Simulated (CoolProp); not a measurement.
A Linde-Hampson liquefier for ethane: isothermal reversible compression at 320 K from 1 atm to 40 MPa, throttling to 1 atm, return gas leaving the recuperator 2 K below the feed. Each further row changes one setting.

The numbers come from the reference Helmholtz-energy equation of state, Bücker 2006 in CoolProp.

```tsv
case	liquid yield per pass	compression work (kJ/kg of gas)
as stated	___	414
high pressure 80 MPa	___	___
warm-end temperature 350 K	___	482
warm-end gap 7 K	___	414
```

**Question.** Complete the blanks.

**Answer.** 
- as stated, liquid yield per pass: 0.458
- high pressure 80 MPa, liquid yield per pass: 0.407
- high pressure 80 MPa, compression work (kJ/kg of gas): 499
- warm-end temperature 350 K, liquid yield per pass: 0.389
- warm-end gap 7 K, liquid yield per pass: 0.451
